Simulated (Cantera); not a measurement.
A diamond (100) surface in a fixed gas of H2 with x(CH4) = 0.0027, x(H) = 0.049, x(CH3) = 1.6e-05, 13000 Pa; coverages are run to steady state.

Computed with Cantera and the Harris–Goodwin 1993 mechanism for the reconstructed diamond (100) surface.

One state of this run: growth (µm/h) = 1.69; θ c6HH = 0.349; θ c6H* = 0.0559; θ c6*H = 0.538; θ c6** = 0.0573; θ c6HM = 2.39e-5. θ: site fractions in the mechanism's names (c6HH fully hydrogenated, c6H* and c6*H radical sites, c6** diradical, c6HM methylated).

Q: Which value of T (K) does it belong to?
A) 1150
B) 1250
C) 1350
D) 1000

A: C, 1350
